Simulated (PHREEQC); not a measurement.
Consider water at 19 °C with 82 mmol/kgw NaH2PO4, 34 mmol/kgw Ca(NO3)2 and 0.14 mmol/kgw H3BO3. Closed to the air; pH follows from the charge balance.

Equilibrium calculation in PHREEQC: ion-association model, wateq4f.dat.

```
Item                   Result
--------------  -------------
pH                       4.29
ionic strength  0.160 mol/kgw
```

```
species   molality  activity   log γ
--------  --------  --------  ------
Na+         0.0820    0.0621  -0.120
H2PO4-      0.0693    0.0528  -0.118
NO3-        0.0680    0.0487  -0.145
Ca+2        0.0219   0.00756  -0.462
CaH2PO4+    0.0119   0.00907  -0.118
H3PO4     0.000357  0.000370   0.016
CaHPO4    0.000220  0.000228   0.016
HPO4-2    0.000190   6.18e-5  -0.488
H3BO3     0.000140  0.000145   0.016
```

No solid was allowed to form. Species that the database lacks are ignored. H3PO4, which wateq4f.dat lacks, is added to it with the constant of phreeqc.dat.
